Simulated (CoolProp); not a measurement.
A Linde-Hampson liquefier for dry air: isothermal reversible compression at 250 K from 1 atm to 20 MPa, throttling to 1 atm, return gas leaving the recuperator 5 K below the feed. Each further row changes one setting.

Values from CoolProp's reference Helmholtz-energy equation of state, Lemmon 2000. It is a pseudo-pure fit of the blend.

| case | liquid yield per pass | compression work (kJ/kg of gas) |
|---|---|---|
| as stated | 0.126 | 371 |
| high pressure 40 MPa | 0.161 | 424 |
| warm-end temperature 280 K | 0.088 | 421 |
| warm-end gap 10 K | 0.114 | 371 |
